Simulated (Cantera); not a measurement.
## Adiabatic ignition

An adiabatic, constant-pressure homogeneous reactor starts with 4.53 % CH4, 0.453 % C2H6, 19.0 % O2, 71.6 % N2, 4.44 % H2O, equivalence ratio 0.56, at 950 K and 6.80 bar.

Computed with Cantera and GRI-Mech 3.0 (53 species, 325 reactions). Below about 1000 K GRI-Mech 3.0 lacks low-temperature oxidation paths.

```tsv
t (s)	T (K)	x CH4	x C2H6	x O2	x CO	x CH2O
3.00e-6	950	0.0453	0.00453	0.190	<1e-12	<1e-12
7.44e-6	950	0.0453	0.00453	0.190	<1e-12	<1e-12
1.85e-5	950	0.0453	0.00453	0.190	<1e-12	1.13e-12
4.58e-5	950	0.0453	0.00453	0.190	<1e-12	6.82e-12
0.000114	950	0.0453	0.00453	0.190	<1e-12	4.04e-11
0.000282	950	0.0453	0.00453	0.190	<1e-12	2.29e-10
0.000698	950	0.0453	0.00453	0.190	<1e-12	1.17e-9
0.00173	950	0.0453	0.00453	0.190	3.63e-12	5.20e-9
0.00430	950	0.0453	0.00453	0.190	3.96e-11	2.23e-8
0.0107	950	0.0453	0.00453	0.190	5.80e-10	1.45e-7
0.0264	950	0.0453	0.00453	0.190	3.17e-8	2.90e-6
0.0655	951	0.0451	0.00445	0.190	1.04e-5	0.000118
0.163	2064	<1e-12	<1e-12	0.0830	0.000161	<1e-12
0.403	2060	<1e-12	<1e-12	0.0821	0.000157	<1e-12
1.00	2055	<1e-12	<1e-12	0.0810	0.000152	<1e-12
```
x: mole fraction; the columns are a selection and need not sum to one.

- time of steepest temperature rise = 0.114 s
- temperature at 1.00 s = 2055 K
- equilibrium temperature = 2054 K
- x(CH4) at 1.00 s = <1e-12 (gas-phase equilibrium <1e-12)
- x(C2H6) at 1.00 s = <1e-12 (gas-phase equilibrium <1e-12)
- x(O2) at 1.00 s = 0.0810 (gas-phase equilibrium 0.0806)
